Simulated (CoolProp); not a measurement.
Acetone along the isotherm 90.55 °C: density (kg/m³) from the reference equation and from simpler models built on Tc = 235.0 °C, pc = 4.692 MPa, ω = 0.307; each cubic takes its own stable root.

The numbers come from the reference Helmholtz-energy equation of state, Lemmon 2006 in CoolProp. It is a short technical equation, of lower accuracy than the large ones.

```
p (MPa)   phase  reference  van der Waals  Redlich-Kwong  Soave-Redlich-Kwong  Peng-Robinson
-------  ------  ---------  -------------  -------------  -------------------  -------------
0.541    liquid      706.8          11.31          524.8                552.3          625.4
1.08     liquid      707.8          363.2          526.5                553.5          626.6
1.62     liquid      708.7          365.3          528.1                554.6          627.6
2.17     liquid      709.7          367.3          529.7                555.7          628.7
2.71     liquid      710.7          369.2          531.3                556.8          629.8
3.25     liquid      711.6          371.0          532.8                557.9          630.8
3.79     liquid      712.5          372.8          534.2                558.9          631.9
4.33     liquid      713.5          374.4          535.7                559.9          632.9
4.87     liquid      714.4          376.0          537.1                561.0          633.8
5.41     liquid      715.3          377.5          538.4                561.9          634.8
5.96     liquid      716.2          379.0          539.8                562.9          635.8
6.5      liquid      717.0          380.4          541.1                563.9          636.7
7.04     liquid      717.9          381.8          542.4                564.9          637.7
```

At some of these states van der Waals gives the other phase, because its saturation line lies elsewhere.
